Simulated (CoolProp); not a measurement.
Vapour-liquid equilibrium of benzene (1) + n-heptane (2) at 67.65 °C; x and y are mole fractions of (1).

Values from CoolProp's multi-fluid Helmholtz-energy mixture model, Thol 2012 and Span 2003; pair parameters Bell 2016.

Question: Give the bubble pressure and the first vapour's composition at x = 0.05, 0.5, 0.65. Is there an azeotrope?

Answer: x = 0.05: 0.03988 MPa, y = 0.111; x = 0.5: 0.05891 MPa, y = 0.655; x = 0.65: 0.06282 MPa, y = 0.754. No azeotrope shows between x = 0.05 and 0.95.

The pair parameters rest on a limited set of measurements; away from them the model extrapolates.
